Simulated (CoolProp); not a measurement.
A single-stage vapour-compression cycle with R13: evaporating at 217.15 K (dew point), condensing at 252.15 K (bubble point), superheat 2 K, subcooling 0 K, compressor efficiency 0.85, no pressure losses. Each further row changes one setting.

Model: reference Helmholtz-energy equation of state, Platzer 1990, in CoolProp. This equation is an older, rougher fit; its heat capacities, sound speeds and derivatives of the liquid may be far off and weren't checked against measurements.

| case | cooling COP | pressure ratio | discharge temperature (K) | refrigerating effect (kJ/kg) | volumetric capacity (kJ/m³) |
|---|---|---|---|---|---|
| as stated | 4.25 | 3.35 | 271.7 | 102 | 2120 |
| evaporating temperature 222.15 K | (withheld) | 2.75 | 268.7 | (withheld) | 2610 |
| condensing temperature 247.15 K | (withheld) | 2.88 | (withheld) | 107 | 2230 |
| subcooling 5 K | (withheld) | 3.35 | 271.7 | 107 | 2240 |
| superheat 12 K | 4.23 | 3.35 | (withheld) | (withheld) | 2120 |
| compressor efficiency 0.75 | 3.75 | 3.35 | (withheld) | 102 | 2120 |

Task: Fill in the missing entries.

Result: 
- evaporating temperature 222.15 K, cooling COP: 5.19
- evaporating temperature 222.15 K, refrigerating effect (kJ/kg): 104
- condensing temperature 247.15 K, cooling COP: 5.14
- condensing temperature 247.15 K, discharge temperature (K): 264.7
- subcooling 5 K, cooling COP: 4.47
- superheat 12 K, discharge temperature (K): 282.1
- superheat 12 K, refrigerating effect (kJ/kg): 108
- compressor efficiency 0.75, discharge temperature (K): 276.1
